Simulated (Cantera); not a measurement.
Feed: 1 mol Pb, 0.016 mol O2, 0.19 mol N2, equilibrated at 13300 Pa.

Cantera equilibrium calculation (NASA polynomials, part measured and part estimated; ideal gas, pure solids and liquids). Candidate condensed phases: Pb, PbO, PbO2, Pb3O4; 12 gas species. Each liquid is taken as pure. Mutual solubility and eutectic melting of coexisting phases are not modelled. Gases not in the tables: (PbO)n polymers. Rates play no part.

Task: At 1298 K, list the 3 most abundant gas species with their mole fractions, and the condensed phases.

Result: N2 0.978, Pb 0.0192, PbO 0.00327. Condensed: Pb(l) + PbO(l).
